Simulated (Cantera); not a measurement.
What does this Cantera script print?

```python
import numpy as np
import cantera as ct

gas = ct.Solution("gri30.yaml", transport_model="mixture-averaged")
show = ['H2', 'O', 'CH3']

rows = []
print(f"{'T/K':>7s}{'rho':>11s}{'cp':>10s}{'mu':>11s}{'lambda':>11s}{'Pr':>7s}" + "".join(f"{'D_' + s:>11s}" for s in show))
for T in [400, 600, 800, 1000, 1200, 1400, 1600]:
    gas.TPX = T, 180000, {'O2': 0.15, 'NO': 0.82}
    Pr = gas.cp_mass * gas.viscosity / gas.thermal_conductivity
    D = [gas.mix_diff_coeffs_mole[gas.species_index(s)] for s in show]
    rows.append([gas.density, gas.cp_mass, gas.viscosity, gas.thermal_conductivity, Pr, *D])
    print(f"{T:7g}{gas.density:11.4e}{gas.cp_mass:10.1f}{gas.viscosity:11.4e}"
          f"{gas.thermal_conductivity:11.4e}{Pr:7.3f}" + "".join(f"{d:11.4e}" for d in D))
print("SI units: kg/m3, J/kg/K, Pa s, W/m/K, m2/s")
```

Output:

```
    T/K        rho        cp         mu     lambda     Pr       D_H2        D_O      D_CH3
    400 1.6407e+00     989.2 2.3502e-05 3.2633e-02  0.712 7.1688e-05 2.9812e-05 2.0921e-05
    600 1.0938e+00    1034.7 3.1143e-05 4.5587e-02  0.707 1.4145e-04 5.9363e-05 4.2135e-05
    800 8.2034e-01    1086.1 3.7742e-05 5.7881e-02  0.708 2.2833e-04 9.6174e-05 6.8604e-05
   1000 6.5627e-01    1125.8 4.3700e-05 6.9389e-02  0.709 3.3066e-04 1.3952e-04 9.9784e-05
   1200 5.4689e-01    1151.9 4.9212e-05 8.0184e-02  0.707 4.4731e-04 1.8892e-04 1.3531e-04
   1400 4.6876e-01    1173.3 5.4389e-05 9.0368e-02  0.706 5.7739e-04 2.4399e-04 1.7491e-04
   1600 4.1017e-01    1190.9 5.9301e-05 1.0003e-01  0.706 7.2023e-04 3.0444e-04 2.1837e-04
SI units: kg/m3, J/kg/K, Pa s, W/m/K, m2/s
```

Model: GRI-Mech 3.0 (53 species, 325 reactions), integrated in Cantera. The composition is frozen, though it would react at the higher temperatures.
